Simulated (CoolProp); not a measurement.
Properties of octamethyltrisiloxane (MDM) along the isobar 2.14 MPa.

Values from CoolProp's reference Helmholtz-energy equation of state, Thol 2017.

| T (K) | phase | Z | isothermal compressibility (1/MPa) | fugacity coefficient |
|---|---|---|---|---|
| 198.4 | liquid | 0.3354 | 0.0008100 | 5.954e-9 |
| 218 | liquid | 0.3117 | 0.0009286 | 1.310e-7 |
| 237.5 | liquid | 0.2923 | 0.001068 | 1.562e-6 |
| 257.1 | liquid | 0.2759 | 0.001234 | 1.199e-5 |
| 276.7 | liquid | 0.2622 | 0.001433 | 6.472e-5 |
| 296.2 | liquid | 0.2506 | 0.001673 | 0.0002634 |
| 315.8 | liquid | 0.2407 | 0.001967 | 0.0008663 |
| 335.3 | liquid | 0.2324 | 0.002330 | 0.002372 |
| 354.9 | liquid | 0.2253 | 0.002788 | 0.005645 |
| 374.5 | liquid | 0.2195 | 0.003370 | 0.01190 |
| 394 | liquid | 0.2147 | 0.004121 | 0.02261 |
| 413.6 | liquid | 0.2109 | 0.005120 | 0.03961 |
| 433.1 | liquid | 0.2082 | 0.006469 | 0.06439 |
